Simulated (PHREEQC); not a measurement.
Model water analysis in mmol/kgw, 71 °C, pH 6.26, pe 9.5:

```tsv
constituent	mmol/kgw
Na	0.000845
K	2.11e-05
Ca	0.00663
Mg	0.000474
Cl	0.00481
S(6)	0.00405
Alkalinity (meq/kgw)	0.00172
Pb	8.59e-05
B	1e-05
```

Cl is adjusted to close the charge balance.
Valence states are taken as typed.

The numbers come from PHREEQC with the ion-association model, wateq4f.dat.

```csv
quantity,before,after
CO2 (mol/kgw),2.20e-6,7.83e-7
HCO3- (mol/kgw),1.97e-6,1.40e-6
PbOH+ (mol/kgw),2.86e-9,5.52e-9
HSO4- (mol/kgw),6.73e-10,3.37e-10
CO3-2 (mol/kgw),2.73e-10,3.86e-10
H2BO3- (mol/kgw),2.18e-11,4.33e-11
SI of Pb(OH)2 (Pb(OH)2),-1.36,-0.77
SI of Cerrusite (PbCO3),-4.02,-3.88
```

### Question
Which change was made?
A) B from 1e-05 to 5e-06 mmol/kgw
B) temperature from 71 to 30 °C at the same typed pH
C) pH from 6.26 to 6.56 at the same alkalinity
D) S(6) from 0.00405 to 0.00202 mmol/kgw

### Answer
C, pH from 6.26 to 6.56 at the same alkalinity

This is a speciation only: nothing precipitates in the calculation. Constants without temperature data keep their 25 °C values here.
